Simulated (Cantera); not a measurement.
Cantera run:

```python
import numpy as np
import cantera as ct

gas_names = """
    C CN CO CO2 C2 CCN CNC C2N2 C2O C3 C3O2 C4 C4N2 C5 Cu CuO Cu2 N NCO NO NO2 NO3 N2 N2O O O2 O3
""".split()
cond_names = """
    C(gr) Cu(cr) Cu(L) CuO(s) Cu2O(s) Cu2O(L)
""".split()


# ... load() reads the species with a 1 bar reference pressure and builds the phases ...
atoms = {
    'Cu2O': {'Cu': 2, 'O': 1},
    'C': {'C': 1},
    'N2': {'N': 2},
}
top_T = {'C(gr)': 4500, 'CuO(s)': 1390}  # K; cautious upper limits of use, not melting points


# ... equilibrate(T, P, feed) seeds the gas with the atoms and calls Mixture.equilibrate('TP', solver="vcs", rtol=1e-11, max_steps=5000) ...
results = []
feed = {'Cu2O': 1, 'C': 6.9, 'N2': 4.8}  # mol
P = 1000  # Pa
for T in [1325, 1425, 1525, 1625, 1725, 1825, 1925, 2025, 2125]:
    mix = equilibrate(T, P, feed)
    results.append((T, P, feed, dict(zip(mix.species_names, mix.species_moles))))
    x = sorted(zip(gas.X, gas.species_names), reverse=True)
    print(f"T = {T:g} K  P = {P:g} Pa  gas = {mix.phase_moles(0):.4g} mol")
    print("   x: " + "  ".join(f"{s} {v:.3e}" for v, s in x if v > 0.001))
    print("   condensed (mol): " + ("  ".join(f"{mix.phase(i).name} {mix.phase_moles(i):.4g}"
          for i in range(1, mix.n_phases) if mix.phase_moles(i) > 1e-12) or "none"))
```

It prints:

```
T = 1325 K  P = 1000 Pa  gas = 5.8 mol
   x: N2 8.276e-01  CO 1.724e-01
   condensed (mol): C(gr) 5.9  Cu(cr) 2
T = 1425 K  P = 1000 Pa  gas = 5.801 mol
   x: N2 8.274e-01  CO 1.724e-01
   condensed (mol): C(gr) 5.9  Cu(L) 1.999
T = 1525 K  P = 1000 Pa  gas = 5.807 mol
   x: N2 8.266e-01  CO 1.722e-01  Cu 1.244e-03
   condensed (mol): C(gr) 5.9  Cu(L) 1.993
T = 1625 K  P = 1000 Pa  gas = 5.833 mol
   x: N2 8.229e-01  CO 1.714e-01  Cu 5.714e-03
   condensed (mol): C(gr) 5.9  Cu(L) 1.967
T = 1725 K  P = 1000 Pa  gas = 5.93 mol
   x: N2 8.095e-01  CO 1.686e-01  Cu 2.188e-02
   condensed (mol): C(gr) 5.9  Cu(L) 1.87
T = 1825 K  P = 1000 Pa  gas = 6.251 mol
   x: N2 7.679e-01  CO 1.600e-01  Cu 7.200e-02
   condensed (mol): C(gr) 5.9  Cu(L) 1.548
T = 1925 K  P = 1000 Pa  gas = 7.334 mol
   x: N2 6.545e-01  Cu 2.085e-01  CO 1.364e-01
   condensed (mol): C(gr) 5.9  Cu(L) 0.4613
T = 2025 K  P = 1000 Pa  gas = 7.796 mol
   x: N2 6.157e-01  Cu 2.555e-01  CO 1.283e-01
   condensed (mol): C(gr) 5.9
T = 2125 K  P = 1000 Pa  gas = 7.798 mol
   x: N2 6.156e-01  Cu 2.559e-01  CO 1.282e-01
   condensed (mol): C(gr) 5.9
```

Cantera equilibrium calculation (NASA polynomials, part measured and part estimated; ideal gas, pure solids and liquids).
